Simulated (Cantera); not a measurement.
A perfectly stirred reactor is fed with NO : N2 = 1 : 5.6 (molar parts), at 100.0 Torr; it is held at 1800 K, and followed from long to short residence time.

Computed with Cantera and GRI-Mech 3.0 (53 species, 325 reactions).

Q: Predict: x(NO) at τ = 10.0 s; x(NO2) at τ = 10.0 s; x(N2O) at τ = 10.0 s; x(O2) at τ = 10.0 s; x(O) at τ = 10.0 s; x(NO) at τ = 50.0 ms; x(NO2) at τ = 50.0 ms; x(N2O) at τ = 50.0 ms; x(O2) at τ = 50.0 ms; x(O) at τ = 50.0 ms.

A: 
- x(NO) at τ = 10.0 s = 0.134
- x(NO2) at τ = 10.0 s = 2.63e-5
- x(N2O) at τ = 10.0 s = 7.10e-6
- x(O2) at τ = 10.0 s = 0.00862
- x(O) at τ = 10.0 s = 3.48e-5
- x(NO) at τ = 50.0 ms = 0.151
- x(NO2) at τ = 50.0 ms = 9.31e-6
- x(N2O) at τ = 50.0 ms = 7.37e-6
- x(O2) at τ = 50.0 ms = 2.71e-5
- x(O) at τ = 50.0 ms = 1.22e-5
